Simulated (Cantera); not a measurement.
Input: 1 mol SiH4, 0.23 mol CO2, 0.25 mol O3, held at 11.0 Pa.

Cantera equilibrium calculation (NASA polynomials, part measured and part estimated; ideal gas, pure solids and liquids). Candidate condensed phases: C, C6H6, C7H8, C8H18, H2O, Si, SiC, SiO2; 123 gas species. Mutual solubility and eutectic melting of coexisting phases are not modelled. The tables hold silica as quartz up to 1696 K and as liquid above; real silica turns to tridymite and cristobalite and melts near 1996 K. The numbers say what is thermodynamically allowed, not how fast it happens.

x: gas mole fraction; n: condensed amount in mol.

```json
[
 {"T (K)": "823", "x H2": "1.00", "x SiO": "5.77e-10", "x CO": "<1e-12", "x H": "6.99e-10", "x H2O": "(withheld)", "x Si": "<1e-12", "n Si(s)": "0.165", "n SiC(s)": "0.230", "n SiO2(α-quartz)": "0.605", "n SiO2(β-quartz)": "0"},
 {"T (K)": "873", "x H2": "1.00", "x SiO": "1.07e-8", "x CO": "6.20e-12", "x H": "4.46e-9", "x H2O": "(withheld)", "x Si": "<1e-12", "n Si(s)": "0.165", "n SiC(s)": "0.230", "n SiO2(α-quartz)": "0", "n SiO2(β-quartz)": "0.605"},
 {"T (K)": "923", "x H2": "1.00", "x SiO": "1.45e-7", "x CO": "1.37e-10", "x H": "2.33e-8", "x H2O": "(withheld)", "x Si": "<1e-12", "n Si(s)": "0.165", "n SiC(s)": "0.230", "n SiO2(α-quartz)": "0", "n SiO2(β-quartz)": "0.605"},
 {"T (K)": "973", "x H2": "1.000", "x SiO": "1.48e-6", "x CO": "2.19e-9", "x H": "1.03e-7", "x H2O": "(withheld)", "x Si": "<1e-12", "n Si(s)": "0.165", "n SiC(s)": "0.230", "n SiO2(α-quartz)": "0", "n SiO2(β-quartz)": "0.605"},
 {"T (K)": "1023", "x H2": "1.000", "x SiO": "1.21e-5", "x CO": "2.67e-8", "x H": "3.95e-7", "x H2O": "(withheld)", "x Si": "5.41e-12", "n Si(s)": "0.165", "n SiC(s)": "0.230", "n SiO2(α-quartz)": "0", "n SiO2(β-quartz)": "0.605"},
 {"T (K)": "1073", "x H2": "1.000", "x SiO": "8.08e-5", "x CO": "2.57e-7", "x H": "1.34e-6", "x H2O": "(withheld)", "x Si": "6.28e-11", "n Si(s)": "0.165", "n SiC(s)": "0.230", "n SiO2(α-quartz)": "0", "n SiO2(β-quartz)": "0.605"},
 {"T (K)": "1123", "x H2": "1.000", "x SiO": "0.000455", "x CO": "2.02e-6", "x H": "4.06e-6", "x H2O": "(withheld)", "x Si": "5.85e-10", "n Si(s)": "0.165", "n SiC(s)": "0.230", "n SiO2(α-quartz)": "0", "n SiO2(β-quartz)": "0.605"},
 {"T (K)": "1173", "x H2": "0.998", "x SiO": "0.00220", "x CO": "1.32e-5", "x H": "1.12e-5", "x H2O": "(withheld)", "x Si": "4.50e-9", "n Si(s)": "0.163", "n SiC(s)": "0.230", "n SiO2(α-quartz)": "0", "n SiO2(β-quartz)": "0.603"},
 {"T (K)": "1223", "x H2": "0.991", "x SiO": "0.00933", "x CO": "7.44e-5", "x H": "2.85e-5", "x H2O": "(withheld)", "x Si": "2.93e-8", "n Si(s)": "0.156", "n SiC(s)": "0.230", "n SiO2(α-quartz)": "0", "n SiO2(β-quartz)": "0.596"}
]
```

**Question.** Some entries are withheld; supply them.

**Answer.** 
- 823, x H2O: 4.74e-12
- 873, x H2O: 2.67e-11
- 923, x H2O: 1.24e-10
- 973, x H2O: 4.92e-10
- 1023, x H2O: 1.69e-9
- 1073, x H2O: 5.19e-9
- 1123, x H2O: 1.43e-8
- 1173, x H2O: 3.62e-8
- 1223, x H2O: 8.42e-8
